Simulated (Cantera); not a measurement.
Mixture: 4.84 % CH4, 1.02 % C2H6, 0.349 % C3H8, 19.7 % O2, 74.1 % N2, equivalence ratio 0.76, at 8.30 bar, adiabatic and at constant volume. Ignition delay is the time to a rise of 400 K.

Model: GRI-Mech 3.0 (53 species, 325 reactions), integrated in Cantera.

### Question
Predict: delay at 1125 K; delay at 1275 K; delay at 1425 K; delay at 1575 K; apparent activation energy between 1500 and 1650 K.

### Answer
| Quantity | Value |
|---|---|
| delay at 1125 K | 2.27 ms |
| delay at 1275 K | 0.263 ms |
| delay at 1425 K | 53.1 µs |
| delay at 1575 K | 15.3 µs |
| apparent activation energy between 1500 and 1650 K | 150 kJ/mol |
